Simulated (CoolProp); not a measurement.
Vapour-liquid equilibrium of dimethyl ether (1) + R236EA (2) at 12.85 °C; x and y are mole fractions of (1).

Values from CoolProp's multi-fluid Helmholtz-energy mixture model, Wu 2011 and Rui 2013; pair parameters Bell 2016.

Question: Give the bubble pressure and the first vapour's composition at x = 0.2, 0.35, 0.725. Is there an azeotrope?

Answer: x = 0.2: 140.9 kPa, y = 0.264; x = 0.35: 157.5 kPa, y = 0.496; x = 0.725: 276.0 kPa, y = 0.923. No azeotrope shows between x = 0.05 and 0.95.

The pair parameters rest on a limited set of measurements; away from them the model extrapolates.
